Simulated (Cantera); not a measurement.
Source: NASA polynomial tables (part measured, part estimated), evaluated in Cantera. Values are per mole of reaction as written; species without (g) are pure solids or liquids, kept so even where they would boil at 1 bar.

Problem. Between 300 and 2648 K, where is each reaction favourable under standard conditions?
- H2(g) + VO2(g) → V + 2 OH(g)

Solution. 
- H2(g) + VO2(g) → V + 2 OH(g): ΔG° is 311 kJ at 300 K and 278 kJ at 2648 K; it stays positive (K < 1). ΔH° is 365 kJ and ΔS° 33 J/K at 2648 K.
